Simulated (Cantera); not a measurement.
Charge: 1 mol TiO₂, 0.19 mol MgO, 0.27 mol O₂, equilibrated at 973 K and 35000 Pa.

Equilibrium computed with Cantera from the NASA thermochemical tables; the gas is ideal and each condensed phase is pure. Candidate condensed phases: Mg, MgO, MgTiO₃, MgTi₂O₅, Mg₂TiO₄, Ti, TiO, TiO₂, Ti₂O₃, Ti₃O₅, Ti₄O₇; 9 gas species. Condensed phases not in the tables: alloys, solid solutions and most ternary compounds. Rates play no part.

Base state: O₂ 1.00 (mole fractions); condensed: MgTi₂O₅(s) + TiO₂(rutile).

Question: What changes in the equilibrium state with this change: TiO₂ replaced by SiO₂?

Answer: 
```csv
species,before,after
O₂,1.00,1.00
"MgTi₂O₅(s), mol",0.190,0
"TiO₂(rutile), mol",0.620,0
"MgSiO₃(s), mol",0,0.190
"SiO₂(β-quartz), mol",0,0.810
```
Further candidate phases: MgSiO₃, Mg₂SiO₄, Si, SiO₂.
